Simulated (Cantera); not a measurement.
A closed system holds: 1 mol Si, 0.2 mol O₂, 4.4 mol H₂, held at 1725 K and 0.00150 Torr.

Equilibrium computed with Cantera from the NASA thermochemical tables; the gas is ideal and each condensed phase is pure. Candidate condensed phases: H₂O, Si, SiO₂; 18 gas species. Kinetics and transport are ignored.

### Question
What is the equilibrium state?

### Answer
```json
{
  "x(H₂)": "0.714",
  "x(H)": "0.111",
  "x(Si)": "0.105",
  "x(SiO)": "0.0700",
  "x(SiH)": "0.000179",
  "x(Si₂)": "0.000103",
  "x(Si₃)": "5.25e-6",
  "x(SiH₂)": "2.54e-6",
  "gas_amount": "5.716 mol",
  "log10 activity of Si(l) (absent)": "-0.69"
}
```
